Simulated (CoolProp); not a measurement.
R227EA at 311.2 K and 0.455 MPa flows at 0.27 m/s in a round tube of 50 mm bore and 45 µm roughness, fully developed (64/Re and Nu = 3.66 if laminar; Colebrook and Gnielinski if turbulent). Each further row changes one setting.

The numbers come from the reference Helmholtz-energy equation of state, Lemmon 2016 in CoolProp.

```csv
case,Reynolds number,Darcy friction factor,pressure drop (Pa/m),heat-transfer coefficient (W/(m² K)),mass flow (kg/h)
as stated,37700,0.0248,0.610,28.1,64.5
velocity 0.54 m/s,75400,0.0225,2.22,51.4,129
diameter 100 mm,75400,0.0210,0.258,23.8,258
```

Viscosity comes from a separate model (Huber 2003), an estimate that may be off by 10 % or more. Thermal conductivity comes from a separate model (Huber 2003), an estimate that may be off by 10 % or more.
